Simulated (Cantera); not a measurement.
Stirred combustor or abatement burner

A perfectly stirred reactor is fed with 18.0 % CO, 14.4 % H₂, 11.6 % O₂, 43.6 % N₂, 12.4 % H₂O, equivalence ratio 1.4, at 3.60 bar; it is adiabatic with a 673 K inlet, and is followed from long to short residence time, starting on the burning branch (τ in s: 0.16, 0.046, 0.013, 0.0039, 0.0011, 0.00032, 9.3e-05, 2.7e-05, 7.8e-06).

Detailed kinetics in Cantera: GRI-Mech 3.0 (53 species, 325 reactions). The hydrogen kinetics of GRI-Mech 3.0 are dated; newer H2 mechanisms differ, most at raised pressure.

| τ (s) | T (K) | x CO | x H₂ | x O₂ | x N₂O | x NO |
|---|---|---|---|---|---|---|
| 0.16 | 2345 | 0.0768 | 0.0289 | 0.000212 | 3.42e-8 | 0.000379 |
| 0.046 | 2343 | 0.0769 | 0.0289 | 0.000281 | 3.61e-8 | 0.000334 |
| 0.013 | 2335 | 0.0772 | 0.0290 | 0.000490 | 4.18e-8 | 0.000255 |
| 0.0039 | 2317 | 0.0778 | 0.0295 | 0.00101 | 5.35e-8 | 0.000176 |
| 0.0011 | 2279 | 0.0793 | 0.0305 | 0.00228 | 7.23e-8 | 0.000111 |
| 0.00032 | 2211 | 0.0822 | 0.0324 | 0.00481 | 9.42e-8 | 6.80e-5 |
| 9.3e-5 | 2099 | 0.0871 | 0.0353 | 0.00926 | 1.14e-7 | 4.34e-5 |
| 2.7e-5 | 1931 | 0.0962 | 0.0383 | 0.0166 | 1.29e-7 | 2.86e-5 |
| 7.8e-6 | 1672 | 0.124 | 0.0396 | 0.0330 | 1.36e-7 | 1.12e-5 |
x: mole fraction; the columns are a selection and need not sum to one.
